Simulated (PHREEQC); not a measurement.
PHREEQC input (ion-association model, wateq4f.dat):

```
SOLUTION_MASTER_SPECIES
  An  An-  0  An  62.0  # stands for a non-complexing anion
SOLUTION_SPECIES
  An- = An-
    -log_k 0
    -gamma 3.0 0
PHASES
  Fix_H+
    H+ = H+
    -log_k 0
SOLUTION 1
  temp 25
  units mmol/kgw
  pH 7 charge
  Na 5
  An 5
END
SELECTED_OUTPUT 1
  -reset false
  -pH true
  -pe true
  -ionic_strength true
  -water true
  -totals Na
  -molalities Hfo_wOH Hfo_wOH2+ Hfo_wO- Hfo_sOH Hfo_sOH2+ Hfo_sO-
USER_PUNCH 1
  -headings sigma psi
  10 PUNCH EDL("sigma", "Hfo"), EDL("psi", "Hfo")
PRINT
  -reset false
USE solution 1
SURFACE 1
  Hfo_wOH 0.00292135 600 1.3
  Hfo_sOH 7.30337e-05
EQUILIBRIUM_PHASES 1
  Fix_H+ -3 HAn 10
    -force_equality true
  O2(g) -0.68 10
END
# ... the last block is repeated for the other 12 points of pH, with NaOH or the acid as the point needs
```

Selected output (columns that matter, 10 of 13 rows; pH added in front):

```
pH	mu	Na	m_Hfo_wOH	m_Hfo_wOH2+	m_Hfo_wO-	m_Hfo_sOH	m_Hfo_sOH2+	m_Hfo_sO-	sigma	psi
3	0.0073346	0.005	0.00047597	0.0024433	2.1241e-06	1.1899e-05	6.1081e-05	5.3104e-08	0.30954	0.21176
3.5	0.0063538	0.005	0.00092554	0.0019859	9.8817e-06	2.3139e-05	4.9648e-05	2.4704e-07	0.25057	0.20459
4.5	0.0055794	0.005	0.0017347	0.0011254	6.1254e-05	4.3367e-05	2.8135e-05	1.5313e-06	0.13494	0.17616
5	0.0053838	0.005	0.0019787	0.0008353	0.00010738	4.9467e-05	2.0882e-05	2.6844e-06	0.092302	0.15762
5.5	0.005248	0.005	0.0021213	0.00063866	0.00016141	5.3032e-05	1.5966e-05	4.0352e-06	0.060517	0.13673
6.5	0.005092	0.005	0.0022246	0.00043782	0.00025894	5.5615e-05	1.0945e-05	6.4736e-06	0.022682	0.088495
7	0.0050513	0.005	0.0022369	0.00039212	0.00029233	5.5922e-05	9.8031e-06	7.3082e-06	0.012654	0.06189
7.5	0.0050242	0.005	0.0022413	0.0003636	0.00031649	5.6031e-05	9.09e-06	7.9123e-06	0.0059733	0.034303
8.5	0.0050182	0.005033	0.002242	0.00032521	0.0003541	5.6051e-05	8.1301e-06	8.8525e-06	-0.0036641	-0.021977
9	0.0050489	0.0050869	0.0022394	0.00030385	0.0003781	5.5985e-05	7.5962e-06	9.4525e-06	-0.0094151	-0.049841
```

The oxide is taken as insoluble; below pH 4 it would dissolve.
